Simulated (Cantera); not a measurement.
A closed system holds: 1 mol FeS2, 0.44 mol H2S, 2.4 mol N2, held at 10.0 mbar.

These are equilibrium values from Cantera (NASA tables, ideal gas, pure condensed phases), not measurements of a reactor. Candidate condensed phases: Fe, FeS, FeS2, S; 16 gas species. FeS: taken at fixed stoichiometry. Gases not in the tables: S3 to S7. Rates play no part.

Which condensed phases are stable at each of these points (T (K)): 1073, 1173, 1273, 1373, 1473, 1573, 1673, 1773?


```csv
T (K),condensed phases,Fe condensed (%)
1073,FeS(s),100.0
1173,FeS(s),100.0
1273,FeS(s),100.0
1373,FeS(s),100.0
1473,FeS(l),100.0
1573,FeS(l),100.0
1673,FeS(l),100.0
1773,FeS(l),99.7
```

From 1073 K to 1373 K the condensed part is FeS(s). From 1473 K to 1773 K the condensed part is FeS(l).
